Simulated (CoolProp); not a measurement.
Vapour-liquid equilibrium of nitrogen (1) + oxygen (2) at 78.5 K; x and y are mole fractions of (1).

Model: multi-fluid Helmholtz-energy mixture model, Span 2000 and Schmidt 1985; pair parameters Gernert 2013, in CoolProp.

Q: Give the bubble pressure and the first vapour's composition at x = 0.2, 0.8, 0.875. Is there an azeotrope?

A: x = 0.2: 0.04569 MPa, y = 0.561; x = 0.8: 0.09795 MPa, y = 0.941; x = 0.875: 0.1045 MPa, y = 0.965. No azeotrope shows between x = 0.05 and 0.95.

Pair parameters are fitted to limited data, so mixtures are less certain than the pure fluids.
